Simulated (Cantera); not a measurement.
An adiabatic, constant-volume homogeneous reactor starts with CH4 : C2H6 : O2 : N2 = 1 : 0.055 : 1.22 : 4.58 (molar parts), equivalence ratio 1.8, at 1100 K and 9.87 atm. Integrator tolerance rtol = 1e-08.

Computed with Cantera and GRI-Mech 3.0 (53 species, 325 reactions).

What does this change do: initial temperature 1100 to 1525 K?


| quantity | before | after |
|---|---|---|
| time of steepest temperature rise | 4.99 ms | 76.6 µs |
| temperature at 0.200 s | 2669 K | 2976 K |
| equilibrium temperature | 2669 K | 2976 K |
| x(CH4) at 0.200 s | 2.15e-9 (gas-phase equilibrium 2.40e-9) | 5.08e-10 (gas-phase equilibrium 5.71e-10) |
| x(C2H6) at 0.200 s | <1e-12 (gas-phase equilibrium <1e-12) | <1e-12 (gas-phase equilibrium <1e-12) |
| x(O2) at 0.200 s | 8.05e-6 (gas-phase equilibrium 8.05e-6) | 0.000104 (gas-phase equilibrium 0.000104) |
| x(H) at 0.200 s | 0.00341 (gas-phase equilibrium 0.00341) | 0.0109 (gas-phase equilibrium 0.0109) |
| x(NO) at 0.200 s | 0.000162 (gas-phase equilibrium 0.000162) | 0.000888 (gas-phase equilibrium 0.000888) |

What does this change do: initial temperature 1100 to 1400 K?


```tsv
quantity	before	after
time of steepest temperature rise	4.99 ms	0.243 ms
temperature at 0.200 s	2669 K	2891 K
equilibrium temperature	2669 K	2891 K
x(CH4) at 0.200 s	2.15e-9 (gas-phase equilibrium 2.40e-9)	7.31e-10 (gas-phase equilibrium 8.21e-10)
x(C2H6) at 0.200 s	<1e-12 (gas-phase equilibrium <1e-12)	<1e-12 (gas-phase equilibrium <1e-12)
x(O2) at 0.200 s	8.05e-6 (gas-phase equilibrium 8.05e-6)	5.47e-5 (gas-phase equilibrium 5.47e-5)
x(H) at 0.200 s	0.00341 (gas-phase equilibrium 0.00341)	0.00809 (gas-phase equilibrium 0.00809)
x(NO) at 0.200 s	0.000162 (gas-phase equilibrium 0.000162)	0.000578 (gas-phase equilibrium 0.000578)
```
